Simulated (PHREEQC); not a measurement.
A made-up water analysis in mmol/kgw, 80 °C, pH 6.89, pe -1.7:

| constituent | mmol/kgw |
|---|---|
| Na | 0.000918 |
| K | 0.000463 |
| Ca | 0.000944 |
| Mg | 0.000508 |
| Cl | 0.00104 |
| S(6) | 0.000496 |
| Alkalinity (meq/kgw) | 0.00219 |
| Br | 2.16e-06 |

Cl is adjusted to close the charge balance.
Valence states are taken as typed.

Equilibrium calculation in PHREEQC: ion-association model, phreeqc.dat.

Precipitation was switched off in this run.

Problem. Predict the ionic strength.

Solution. ionic strength 6.36e-6 mol/kgw.

Problem. In which forms is C present?

Solution. HCO3- 78 %, CO2 22 % of the C.

At this temperature some constants are extrapolated from 25 °C, and those without enthalpy data are left unchanged.
